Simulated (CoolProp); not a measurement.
Decamethyltetrasiloxane (MD2M) along the isobar 32.5 bar: Z from the reference equation and from simpler models built on Tc = 326.2 °C, pc = 11.44 bar, ω = 0.635; each cubic takes its own stable root.

Values from CoolProp's reference Helmholtz-energy equation of state, Thol 2017.

| T (°C) | phase | reference | van der Waals | Soave-Redlich-Kwong |
|---|---|---|---|---|
| 84.95 | liquid | 0.4265 | 0.7320 | 0.4792 |
| 108.15 | liquid | 0.4122 | 0.7003 | 0.4597 |
| 131.35 | liquid | 0.4005 | 0.6731 | 0.4439 |
| 154.55 | liquid | 0.3910 | 0.6497 | 0.4313 |
| 177.65 | liquid | 0.3838 | 0.6299 | 0.4218 |
| 200.85 | liquid | 0.3786 | 0.6130 | 0.4155 |
| 224.05 | liquid | 0.3756 | 0.5988 | 0.4123 |
| 247.25 | liquid | 0.3750 | 0.5873 | 0.4128 |
| 270.45 | liquid | 0.3771 | 0.5781 | 0.4174 |
| 293.65 | liquid | 0.3824 | 0.5714 | 0.4272 |
| 316.85 | liquid | 0.3920 | 0.5671 | 0.4438 |
